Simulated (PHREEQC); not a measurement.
PHREEQC input (ion-association model, wateq4f.dat):

```
SOLUTION_MASTER_SPECIES
  Tma  Tma+  0  Tma  74.145  # tetramethylammonium, taken as a free cation
SOLUTION_SPECIES
  Tma+ = Tma+
    -log_k 0
    -gamma 4.0 0
SOLUTION 1
  temp 25
  units mol/kgw
  pH 7 charge
  Cl 0.0062
  Li 0.0062
END
SELECTED_OUTPUT 1
  -reset false
  -pH true
  -pe true
  -ionic_strength true
  -water true
  -totals Cl Li Tma Zn
  -molalities H+ Cl- Li+ Zn+2 O2 OH- ZnCl+ ZnCl2 ZnCl3- ZnCl4-2
    ZnOH+ Zn(OH)2 Zn(OH)3- Zn(OH)4-2 ZnOHCl Tma+
  -equilibrium_phases Zn(OH)2-e Zn5(OH)8Cl2
PRINT
  -reset false
USE solution 1
REACTION 1
  TmaOH 1
  0 0.0417 0.0833 0.125 0.167 0.208 0.25 0.292 0.333 0.375 0.417 0.458 0.5 moles
EQUILIBRIUM_PHASES 1
  Zn(OH)2-e 0 0.5
  Zn5(OH)8Cl2 0 0
  O2(g) -0.68 10
END
```

Selected output (columns that matter, 13 of 13 rows; TMAH added (mol) added in front):

```
TMAH added (mol)	pH	mu	Tma	Zn	m_H+	m_Cl-	m_OH-	m_Zn(OH)3-	m_Zn(OH)4-2	m_Tma+	Zn(OH)2-e
0	8.6659	0.0062069	0	6.9789e-06	2.3265e-09	0.0061998	5.048e-06	6.3402e-09	5.9813e-13	0	0.49999
0.0417	12.53	0.047949	0.0417	0.00010513	3.4531e-13	0.0062	0.041549	5.166e-05	4.9531e-05	0.0417	0.49989
0.0833	12.805	0.08971	0.0833	0.00031602	1.8875e-13	0.0062	0.082778	0.00010177	0.00021034	0.0833	0.49968
0.125	12.964	0.13169	0.125	0.00064019	1.3348e-13	0.0062	0.12388	0.00015052	0.00048581	0.125	0.49936
0.167	13.076	0.17407	0.167	0.0010744	1.0456e-13	0.0062	0.16506	0.00019809	0.0008725	0.167	0.49893
0.208	13.16	0.21555	0.208	0.0015928	8.7015e-14	0.0062	0.20507	0.00024309	0.0013459	0.208	0.49841
0.25	13.23	0.25812	0.25	0.0022087	7.4662e-14	0.0062	0.24588	0.00028774	0.0019172	0.25	0.49779
0.292	13.29	0.30076	0.292	0.0028982	6.5633e-14	0.0062	0.28654	0.00033098	0.0025635	0.292	0.4971
0.333	13.339	0.34246	0.333	0.0036302	5.886e-14	0.0062	0.32612	0.00037185	0.0032547	0.333	0.49637
0.375	13.385	0.38521	0.375	0.0044286	5.3343e-14	0.0062	0.36656	0.00041241	0.0040126	0.375	0.49557
0.417	13.425	0.42801	0.417	0.0052649	4.8847e-14	0.0062	0.40693	0.00045169	0.0048096	0.417	0.49474
0.458	13.46	0.46981	0.458	0.0061078	4.5187e-14	0.0062	0.44628	0.00048883	0.0056154	0.458	0.49389
0.5	13.494	0.51266	0.5	0.0069888	4.2005e-14	0.0062	0.48656	0.0005257	0.0064596	0.5	0.49301
```

Complexes and solids missing from the database can't appear. (CH3)4N+ isn't in the database: it is added as a free cation with an ion size of 4 Å.
